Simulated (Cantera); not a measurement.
An isothermal, constant-pressure homogeneous reactor starts with CH4 : N2 = 1 : 11 (molar parts), at 1673 K and 13300 Pa.

Model: GRI-Mech 3.0 (53 species, 325 reactions), integrated in Cantera. GRI-Mech 3.0 stops at C3 and has no aromatics, soot or wall deposition, so with more carbon than oxygen in the feed, carbon stays in small species such as C2H2 where larger ones or solid carbon would form.

Predict: x(CH4) at 100 s; x(CH3) at 100 s; x(CH2) at 100 s; x(C2H) at 100 s; x(C2H4) at 100 s; x(HCN) at 100 s; x(H2) at 100 s.


- x(CH4) at 100 s: 0.000162 (gas-phase equilibrium 8.81e-5)
- x(CH3) at 100 s: 3.04e-6 (gas-phase equilibrium 1.65e-6)
- x(CH2) at 100 s: 2.83e-9 (gas-phase equilibrium 1.54e-9)
- x(C2H) at 100 s: 1.74e-7 (gas-phase equilibrium 5.09e-8)
- x(C2H4) at 100 s: 3.52e-5 (gas-phase equilibrium 1.03e-5)
- x(HCN) at 100 s: 1.02e-5 (gas-phase equilibrium 0.0543)
- x(H2) at 100 s: 0.115 (gas-phase equilibrium 0.115)
